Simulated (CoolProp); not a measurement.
The fluid at 317.43 K and 0.0944 MPa expands adiabatically to 0.00921 MPa with isentropic efficiency 0.9. The same conditions are run with several fluids, on thermodynamics alone (safety and materials aside).

Model: reference Helmholtz-energy equation of state of each fluid (sulfur dioxide: Gao 2016; R142b: Lemmon 2006; carbon monoxide: Lemmon 2006; R13: Platzer 1990; R152A: Outcalt 1996), in CoolProp. The equations of Platzer and Polt are older, rougher fits.

| fluid | work (kJ/kg) | final temperature (K) | final phase | final density (kg/m³) |
|---|---|---|---|---|
| sulfur dioxide | (withheld) | (withheld) | (withheld) | (withheld) |
| R142b | 48.4 | 255.7 | gas | 0.437 |
| carbon monoxide | 144 | 178.7 | gas | 0.174 |
| R13 | (withheld) | 242.8 | gas | (withheld) |
| R152A | 71.7 | (withheld) | gas | (withheld) |

**Question.** Some entries are withheld; supply them.

**Answer.** 
- sulfur dioxide, work (kJ/kg): 68.3
- sulfur dioxide, final temperature (K): 219.8
- sulfur dioxide, final phase: two-phase, vapour fraction 0.975
- sulfur dioxide, final density (kg/m³): 0.333
- R13, work (kJ/kg): 45.6
- R13, final density (kg/m³): 0.477
- R152A, final temperature (K): 242.4
- R152A, final density (kg/m³): 0.303
